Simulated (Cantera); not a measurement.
A freely propagating, adiabatic, planar premixed flame of 31.1 % CO, 2.36 % H2, 13.9 % O2, 52.6 % N2, unburnt at 450 K and 0.385 atm; unity-Lewis-number transport, grid criteria slope 0.08 and curve 0.16, no radiation.

Cantera simulation using GRI-Mech 3.0 (53 species, 325 reactions); the numbers are that mechanism's predictions, not measurements. Unity Lewis numbers drop preferential diffusion, which matters most where H2 and H carry the flame. Burning velocities carry a grid error of a few per cent, more on coarse grids.

Task: Predict: laminar burning velocity; thermal thickness; peak x(H2O2).

Result: 
```
Quantity                      Value
------------------------  ---------
laminar burning velocity  72.4 cm/s
thermal thickness           1.92 mm
peak x(H2O2)                6.75e-6
```
